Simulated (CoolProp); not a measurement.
A closed Brayton cycle with nitrogen: compressor inlet 323.15 K and 0.59 MPa, high pressure 1.65 MPa, turbine inlet 995 K, compressor efficiency 0.89, turbine efficiency 0.93, recuperator effectiveness 0.9 (on enthalpy, no pinch check). Each further row changes one setting.

The numbers come from the reference Helmholtz-energy equation of state, Span 2000 in CoolProp.

```json
[
 {"case": "as stated", "thermal efficiency (%)": "42.0", "net work (kJ/kg)": "120", "compressor to turbine work": "0.52", "compressor exit (K)": "447.0", "turbine exit (K)": "777.8"},
 {"case": "turbine inlet 945 K", "thermal efficiency (%)": "39.9", "net work (kJ/kg)": "107", "compressor to turbine work": "0.55", "compressor exit (K)": "447.0", "turbine exit (K)": "737.0"},
 {"case": "compressor inlet 333.15 K", "thermal efficiency (%)": "40.8", "net work (kJ/kg)": "116", "compressor to turbine work": "0.53", "compressor exit (K)": "460.7", "turbine exit (K)": "777.8"},
 {"case": "high pressure 1.4 MPa", "thermal efficiency (%)": "42.1", "net work (kJ/kg)": "108", "compressor to turbine work": "0.50", "compressor exit (K)": "424.8", "turbine exit (K)": "809.3"},
 {"case": "recuperator effectiveness 0.5", "thermal efficiency (%)": "28.0", "net work (kJ/kg)": "120", "compressor to turbine work": "0.52", "compressor exit (K)": "447.0", "turbine exit (K)": "777.8"}
]
```
